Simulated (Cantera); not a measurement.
A Cantera script and its output.

```python
import numpy as np
import cantera as ct

gas = ct.Solution("gri30.yaml")
gas.TPX = 1773, 2000000, {'CH4': 1, 'C2H6': 0.056, 'O2': 0.915, 'N2': 5.58}
reactor = ct.IdealGasReactor(gas, energy="on", clone=False)
net = ct.ReactorNet([reactor])
net.rtol, net.atol = 1e-08, 1e-16
show = ['CH4', 'C2H6', 'O2', 'OH', 'HCN', 'HO2']
times = np.geomspace(1e-06, 0.4, 11)

steps = ct.SolutionArray(gas, extra=["t"])
rows = []
print(f"{'t/s':>10s}{'T/K':>9s}{'P/Pa':>11s}" + "".join(f"{s:>11s}" for s in show))
for t in times:
    while net.time < t:
        t_next = net.step()
        steps.append(gas.state, t=t_next)
    rows.append([np.interp(t, steps.t, y) for y in (steps.T, steps.P, *steps(*show).X.T)])
    print(f"{t:10.3e}{rows[-1][0]:9.1f}{rows[-1][1]:11.4g}" + "".join(f"{x:11.3e}" for x in rows[-1][2:]))
rate = np.gradient(steps.T, steps.t)
print("integrator steps:", len(steps.t))
if steps.T.max() > steps.T[0] + 200:
    print(f"time of steepest temperature rise: {steps.t[rate.argmax()]:.4e} s")
gas.TPX = 1773, 2000000, {'CH4': 1, 'C2H6': 0.056, 'O2': 0.915, 'N2': 5.58}
gas.equilibrate("UV")
print(f"equilibrium (UV): T = {gas.T:.1f} K  " + "  ".join(f"{s} {gas[s].X[0]:.3e}" for s in show))
```

Result:

```
       t/s      T/K       P/Pa        CH4       C2H6         O2         OH        HCN        HO2
 1.000e-06   1768.9  1.997e+06  1.317e-01  6.792e-03  1.207e-01  5.372e-06  3.617e-12  3.920e-05
 3.633e-06   1784.7  2.019e+06  1.262e-01  5.984e-03  1.173e-01  1.354e-05  9.388e-11  9.742e-05
 1.320e-05   2670.8  3.416e+06  3.044e-03  2.176e-06  2.559e-05  6.254e-04  1.542e-04  3.240e-08
 4.793e-05   2657.5  3.519e+06  2.006e-04  7.156e-09  7.921e-07  3.560e-04  2.262e-04  3.720e-09
 1.741e-04   2656.9  3.523e+06  2.114e-08  1.224e-16  7.837e-07  3.537e-04  2.472e-05  3.701e-09
 6.325e-04   2657.9  3.525e+06  1.736e-08  7.301e-17  7.917e-07  3.558e-04  7.877e-06  3.740e-09
 2.297e-03   2658.0  3.525e+06  1.721e-08  7.184e-17  7.925e-07  3.560e-04  6.525e-06  3.744e-09
 8.345e-03   2658.0  3.525e+06  1.721e-08  7.184e-17  7.925e-07  3.560e-04  6.523e-06  3.744e-09
 3.031e-02   2658.0  3.525e+06  1.721e-08  7.184e-17  7.925e-07  3.560e-04  6.523e-06  3.744e-09
 1.101e-01   2658.0  3.525e+06  1.721e-08  7.184e-17  7.925e-07  3.560e-04  6.523e-06  3.744e-09
 4.000e-01   2658.0  3.525e+06  1.721e-08  7.184e-17  7.925e-07  3.560e-04  6.523e-06  3.744e-09
integrator steps: 1751
time of steepest temperature rise: 1.0960e-05 s
equilibrium (UV): T = 2658.0 K  CH4 1.917e-08  C2H6 8.673e-17  O2 7.925e-07  OH 3.560e-04  HCN 6.524e-06  HO2 3.744e-09
```

Cantera simulation using GRI-Mech 3.0 (53 species, 325 reactions); the numbers are that mechanism's predictions, not measurements. The pressure lies above the range GRI-Mech 3.0 was tuned for (to about 10 atm).
